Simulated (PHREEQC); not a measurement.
Solution (20 °C): 0.017 mol KH2PO4 and 0.00026 mol H2SO4 per kg of water. Closed to the air; pH follows from the charge balance.

Equilibrium calculation in PHREEQC: ion-association model, wateq4f.dat.

```tsv
quantity	before	after
pH	3.78	4.22
ionic strength (mol/kgw)	0.0174	0.0180
```

What was changed between the two runs?
A) 0.00035 mol/kgw Na2HAsO4 added
B) H2SO4 from 0.00026 to 0.00039 mol/kgw
C) H2SO4 left out
D) H2SO4 from 0.00026 to 2.6e-05 mol/kgw
E) 0.00092 mol/kgw CsOH added

A, 0.00035 mol/kgw Na2HAsO4 added

This is a speciation only: nothing precipitates in the calculation. H3PO4, which wateq4f.dat lacks, is added to it with the constant of phreeqc.dat.
